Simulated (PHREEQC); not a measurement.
Make-up at 25 °C: 0.0048 mol/kgw KHSO4, 2e-05 mol/kgw Mn(NO3)2 and 0.016 mol/kgw Zn(NO3)2. Closed to the air; pH follows from the charge balance.

Equilibrium calculation in PHREEQC: ion-association model, phreeqc.dat.

```
Item                           Value
--------------------  --------------
pH                              2.44
ionic strength        0.0545 mol/kgw
specific conductance      5060 µS/cm
density                  1.000 g/cm³
total alkalinity        -4.80 meq/kg
```

```json
[
 {"species": "NO3-", "molality": "0.0320", "activity": "0.0256", "log γ": "-0.097"},
 {"species": "Zn+2", "molality": "0.0143", "activity": "0.00646", "log γ": "-0.344"},
 {"species": "K+", "molality": "0.00476", "activity": "0.00384", "log γ": "-0.093"},
 {"species": "H+", "molality": "0.00431", "activity": "0.00366", "log γ": "-0.070"},
 {"species": "SO4-2", "molality": "0.00251", "activity": "0.00113", "log γ": "-0.346"},
 {"species": "ZnSO4", "molality": "0.00169", "activity": "0.00171", "log γ": "0.005"},
 {"species": "HSO4-", "molality": "0.000493", "activity": "0.000402", "log γ": "-0.088"}
]
```

Precipitation was switched off in this run.
